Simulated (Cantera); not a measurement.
Input: 1 mol Ta(OEt)5, 2.2 mol O2, 61 mol H2, equilibrated at 725 °C and 1.80 mbar.

Cantera equilibrium calculation (NASA polynomials, part measured and part estimated; ideal gas, pure solids and liquids). Candidate condensed phases: C, C6H6, C7H8, C8H18, H2O, Ta, TaC, Ta2O5; 113 gas species. The feed counts by its element totals alone. TaC: taken at fixed stoichiometry. Condensed phases not in the tables: Ta2C. Equilibrium is a limit: real reactors are often held back by kinetics, nucleation or transport.

Base state: H2 0.890, CO 0.110, H2O 0.000121, CH4 8.27e-5, CO2 2.16e-5 (mole fractions); condensed: TaC(s) + Ta2O5(s).

Q: What changes in the equilibrium state with this change: Ta(OEt)5 replaced by V?

A: 
```
species          before   after
-------------  --------  ------
H2                0.890   0.952
H2O            0.000121  0.0475
CO                0.110       0
CH4             8.27e-5       0
CO2             2.16e-5       0
TaC(s), mol       0.887       0
Ta2O5(s), mol    0.0564       0
V2O3(s), mol          0   0.500
```
Condensed phases not in the tables: the oxides between V2O3 and V2O5 other than VO2. Further candidate phases: V, VO, V2O3, V2O4, V2O5.
